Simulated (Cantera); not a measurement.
Cantera run:

```python
import numpy as np
import cantera as ct

gas_names = [...]  # 118 gases of nasa_gas.yaml made of C, Cl, F, H
cond_names = """
    C(gr) C6H6(L) C7H8(L) C8H18(L),n-octa
""".split()


# ... load() reads the species with a 1 bar reference pressure and builds the phases ...
atoms = {
    'CH3F': {'C': 1, 'H': 3, 'F': 1},
    'HCl': {'H': 1, 'CL': 1},
}
top_T = {'C(gr)': 4500}  # K; cautious upper limits of use, not melting points


# ... equilibrate(T, P, feed) seeds the gas with the atoms and calls Mixture.equilibrate('TP', solver="vcs", rtol=1e-11, max_steps=5000) ...
results = []
feed = {'CH3F': 1, 'HCl': 0.13}  # mol
P = 500  # Pa
for T in [1948, 2048, 2148, 2248, 2348, 2448, 2548, 2648, 2748, 2848, 2948, 3048, 3148]:
    mix = equilibrate(T, P, feed)
    results.append((T, P, feed, dict(zip(mix.species_names, mix.species_moles))))

top = {s: max(r[3][s] / sum(r[3][g] for g in gas_names) for r in results) for s in gas_names}
cols = sorted((s for s in top if top[s] > 1e-05), key=lambda s: -top[s])[:8]
seen = [c for c in cond_names if any(r[3].get(c, 0) > 1e-12 for r in results)]
print("log10 of partial pressures in bar; condensed amounts in mol")
print(f"{'T/K':>10s}" + "".join(f"{s[:9]:>10s}" for s in cols + seen))
for T, P, feed, n in results:
    ng = sum(n[g] for g in gas_names)
    print(f"{T:10.4g}" + "".join(f"{np.log10(max(n[s] / ng * P / 1e5, 1e-99)):10.3f}" for s in cols)
          + "".join(f"{n.get(c, 0):10.4g}" for c in seen))
```

It prints:

```
log10 of partial pressures in bar; condensed amounts in mol
       T/K         H        HF        H2        C3       HCL         F        CL         C     C(gr)
      1948    -4.265    -2.632    -2.637   -11.129    -3.526    -7.741    -5.279   -11.016    0.9989
      2048    -3.972    -2.635    -2.644   -10.056    -3.535    -7.266    -4.994   -10.078    0.9979
      2148    -3.708    -2.639    -2.657    -9.086    -3.552    -6.833    -4.740    -9.228    0.9963
      2248    -3.473    -2.646    -2.678    -8.204    -3.579    -6.438    -4.515    -8.453    0.9938
      2348    -3.263    -2.656    -2.710    -7.399    -3.621    -6.072    -4.319    -7.745    0.9901
      2448    -3.081    -2.671    -2.759    -6.663    -3.683    -5.732    -4.153    -7.096    0.9849
      2548    -2.925    -2.690    -2.830    -5.986    -3.770    -5.412    -4.018    -6.498    0.9776
      2648    -2.797    -2.714    -2.928    -5.361    -3.888    -5.105    -3.912    -5.945    0.9647
      2748    -2.697    -2.742    -3.058    -4.784    -4.038    -4.806    -3.836    -5.433    0.9336
      2848    -2.627    -2.776    -3.224    -4.249    -4.224    -4.513    -3.789    -4.957    0.8412
      2948    -2.588    -2.821    -3.432    -3.751    -4.450    -4.227    -3.772    -4.514    0.5512
      3048    -2.577    -2.888    -3.677    -3.425    -4.714    -3.959    -3.783    -4.146         0
      3148    -2.554    -2.943    -3.882    -3.467    -4.941    -3.712    -3.784    -3.917         0
```

Equilibrium computed with Cantera from the NASA thermochemical tables; the gas is ideal and each condensed phase is pure.
